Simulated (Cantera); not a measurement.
Feed: 1 mol Si₂Cl₆, 0.46 mol Cl₂, 190 mol N₂, held at 1475 K and 0.100 bar.

Cantera equilibrium calculation (NASA polynomials, part measured and part estimated; ideal gas, pure solids and liquids). Candidate condensed phases: Si, Si₃N₄; 13 gas species. The feed counts by its element totals alone. The tables' values for SiCl₃ are old estimates; treat these amounts as uncertain. Rates play no part.

Base state: N₂ 0.990, SiCl₄ 0.00663, SiCl₃ 0.00191, SiCl₂ 0.00187, Cl 3.65e-5 (mole fractions); condensed: gas only.

Q: What changes in the equilibrium state with this change: temperature from 1475 K to 850 K?

A: 
| species | before | after |
|---|---|---|
| N₂ | 0.990 | 0.991 |
| SiCl₄ | 0.00663 | 0.00903 |
| SiCl₃ | 0.00191 | 2.02e-7 |
| SiCl₂ | 0.00187 | <1e-9 |
| Cl | 3.65e-5 | <1e-9 |
| Si₃N₄(s), mol | 0 | 0.0900 |
N₂ is the only nitrogen source here; it is nearly inert below about 1500 K, so the nitride shown seldom forms there in practice.

Q: What changes in the equilibrium state with this change: Cl₂ from 0.46 to 0.013 mol?

A: 
```csv
species,before,after
N₂,0.990,0.990
SiCl₄,0.00663,0.00416
SiCl₂,0.00187,0.00404
SiCl₃,0.00191,0.00222
Cl,3.65e-5,1.97e-5
```

Q: What changes in the equilibrium state with this change: Si₂Cl₆ replaced by Si₃H₈?

A: 
```tsv
species	before	after
N₂	0.990	0.977
H₂	0	0.0184
HCl	0	0.00474
SiCl₄	0.00663	6.09e-8
SiCl₂	0.00187	1.70e-5
SiCl₃	0.00191	5.52e-7
Cl	3.65e-5	1.16e-6
Si₃N₄(s), mol	0	0.999
```
N₂ is the only nitrogen source here; it is nearly inert below about 1500 K, so the nitride shown seldom forms there in practice. Further candidate phases: NH₄Cl.
